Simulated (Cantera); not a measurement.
A perfectly stirred reactor is fed with 27.0 % H₂, 73.0 % O₂, at 17.3 Torr; it is held at 900 K, and followed from long to short residence time.

Detailed kinetics in Cantera: the H2/O2 subset of GRI-Mech 3.0, which has no nitrogen chemistry. Radical loss at walls, strong at low pressure, is not modelled. Below about 950 K walls govern HO2 and H2O2 in real vessels. The temperature is held fixed by assumption; the heat of reaction is taken as removed at once.

x: mole fraction; the columns are a selection and need not sum to one.

```tsv
τ (s)	x H₂	x O₂	x HO₂	x O	x H₂O₂	x H₂O	x H
2.0	0.00287	0.688	1.99e-5	0.000232	…	0.309	5.17e-5
0.59	0.00556	0.688	2.74e-5	0.000478	1.13e-6	0.305	0.000175
0.18	0.0103	0.688	3.44e-5	0.000938	1.21e-6	0.299	0.000567
0.052	0.0194	0.688	3.99e-5	0.00185	1.26e-6	0.288	0.00192
0.016	0.0346	0.688	4.21e-5	0.00347	1.27e-6	0.266	0.00597
0.0046	0.0630	0.686	3.98e-5	0.00646	…	0.224	0.0181
0.0014	0.111	0.685	3.20e-5	0.0100	…	0.152	0.0392
```

Q: Fill in the missing entries.

A: 
- 2.0, x H₂O₂: 1.01e-6
- 0.0046, x H₂O₂: 1.12e-6
- 0.0014, x H₂O₂: 7.85e-7
